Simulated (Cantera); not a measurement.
Feed: 1 mol Al, a varied amount of Br₂, held at 5100 Pa.

Method: chemical equilibrium by Gibbs-energy minimisation in Cantera with the NASA 1993 tables (ideal gas, pure condensed phases). Candidate condensed phases: Al, AlBr₃, Br₂; 7 gas species. The numbers say what is thermodynamically allowed, not how fast it happens.

Q: What condenses at these points (T in K, n(Br₂) in mol): (1350, 0.46); (1100, 0.46); (900, 3.7); (1200, 0.32); (1350, 1.8)?

A: 
```csv
T (K),n(Br₂) in mol,condensed phases,Al condensed (%)
1350,0.46,Al,45.7
1100,0.46,Al,68.1
900,3.7,gas only,0.0
1200,0.32,Al,75.6
1350,1.8,gas only,0.0
```
